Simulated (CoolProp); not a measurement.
Vapour-liquid equilibrium of p-xylene (1) + n-undecane (2) at 512.2 K; x and y are mole fractions of (1).

Values from CoolProp's multi-fluid Helmholtz-energy mixture model, Zhou 2012 and Aleksandrov 2011; pair parameters Bell 2016.

**Question.** Give the bubble pressure and the first vapour's composition at x = 0.15, 0.25, 0.35. Is there an azeotrope?

**Answer.** x = 0.15: 3.345 bar, y = 0.306; x = 0.25: 3.846 bar, y = 0.455; x = 0.35: 4.369 bar, y = 0.575. No azeotrope shows between x = 0.05 and 0.95.

The pair parameters rest on a limited set of measurements; away from them the model extrapolates.
